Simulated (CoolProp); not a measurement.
Dimethyl carbonate at several states: Z from the reference equation and from simpler models built on Tc = 557.0 K, pc = 4.909 MPa, ω = 0.346; each cubic takes its own stable root.

Computed with CoolProp (reference Helmholtz-energy equation of state, Zhou 2011).

```
T (K)  p (MPa)   phase  reference
-----  -------  ------  ---------
321     0.0608  liquid   0.001987
396       8.38  liquid     0.2436
367.8     1.79  liquid    0.05435
```

### Question
How far does each simpler model (van der Waals, Redlich-Kwong, Soave-Redlich-Kwong, Peng-Robinson) lie from the reference over these 3 states: mean and median of the absolute difference, and the worst?

### Answer
- van der Waals: mean 16566.3 %, median 70.9 %, worst +49562.8 % at 321 K and 0.0608 MPa
- Redlich-Kwong: mean 16426.4 %, median 17.3 %, worst +49245.7 % at 321 K and 0.0608 MPa
- Soave-Redlich-Kwong: mean 11.8 %, median 11.8 %, worst +12.4 % at 321 K and 0.0608 MPa
- Peng-Robinson: mean 0.9 %, median 1.0 %, worst -1.4 % at 396 K and 8.38 MPa

At some of these states van der Waals, Redlich-Kwong gives the other phase, because its saturation line lies elsewhere.
